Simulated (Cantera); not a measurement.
A perfectly stirred reactor is fed with C3H8 : O2 : N2 = 1 : 4.17 : 15.7 (molar parts), equivalence ratio 1.2, at 1.40 bar; it is adiabatic with a 550 K inlet, and is followed from long to short residence time, starting on the burning branch (τ in s: 0.026, 0.014, 0.0073, 0.0039, 0.002, 0.0011, 0.00056, 0.00029, 0.00016, 8.2e-05, 4.3e-05, 2.3e-05, 1.2e-05).

Cantera simulation using GRI-Mech 3.0 (53 species, 325 reactions); the numbers are that mechanism's predictions, not measurements. GRI-Mech 3.0 was tuned for natural gas; its chemistry of propane as a main component is partial and can be far from experiment.

One state of this run: T (K) = 1972; x C3H8 = 0.000170; x O2 = 0.0241; x C2H6 = 2.16e-6; x CH2O = 0.000215; x CO2 = 0.0451; x H2 = 0.0271; x CO = 0.0789. x: mole fraction; the columns are a selection and need not sum to one.

Problem. Which value of τ (s) does it belong to?
(A) 0.0039
(B) 0.00056
(C) 4.3e-5
(D) 2.3e-5

Solution. C, 4.3e-5
